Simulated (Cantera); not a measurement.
Feed: 1 mol Si, 3.6 mol F₂, 2.9 mol H₂, at 425 °C and 1.00 bar.

Cantera equilibrium calculation (NASA polynomials, part measured and part estimated; ideal gas, pure solids and liquids). Candidate condensed phases: Si; 25 gas species. Kinetics and transport are ignored.

Base state: HF 0.582, H₂ 0.236, SiF₄ 0.182, H₂F₂ 6.19e-5 (mole fractions); condensed: gas only.

What changes in the equilibrium state with this change: F₂ from 3.6 to 0.78 mol?


```json
[
 {"species": "H₂", "before": "0.236", "after": "0.877"},
 {"species": "SiF₄", "before": "0.182", "after": "0.109"},
 {"species": "SiHF₃", "before": "<1e-9", "after": "0.0124"},
 {"species": "HF", "before": "0.582", "after": "1.33e-8"},
 {"species": "SiH₂F₂", "before": "<1e-9", "after": "0.000910"},
 {"species": "H₂F₂", "before": "6.19e-5", "after": "<1e-9"},
 {"species": "SiH₃F", "before": "<1e-9", "after": "1.21e-5"},
 {"species": "Si(s), mol", "before": "0", "after": "0.598"}
]
```
